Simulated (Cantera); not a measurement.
Charge: 1 mol SO₂, a varied amount of H₂, at 1827 °C and 25.5 Torr.

Equilibrium computed with Cantera from the NASA thermochemical tables; the gas is ideal and each condensed phase is pure. Candidate condensed phases: H₂O, H₂SO₄, S; 19 gas species. Kinetics and transport are ignored.

**Question.** At 2.3 mol H₂, list the 5 most abundant gas species with their mole fractions, and the condensed phases.

**Answer.** H₂O 0.393, H₂ 0.340, SO₂ 0.103, S₂ 0.0698, SO 0.0530. Condensed: gas only.
